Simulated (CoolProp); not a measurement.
Computed with CoolProp (reference Helmholtz-energy equation of state, Span 2003). It is a short technical equation, of lower accuracy than the large ones.

Question: For n-heptane, give the phase and the density (kg/m³), cp (kJ/(kg K)), expansivity (1/kK), Prandtl number at 324.35 °C and 0.78 MPa; 324.35 °C and 2.47 MPa.

Answer: 
- 324.35 °C and 0.78 MPa: gas; density 16.9, cp 2.92, expansivity 2.19, Prandtl number 0.739
- 324.35 °C and 2.47 MPa: gas; density 66.8, cp 3.20, expansivity 4.63, Prandtl number 0.891

Viscosity comes from a separate model (Michailidou 2014). Thermal conductivity comes from a separate model (Assael 2013).
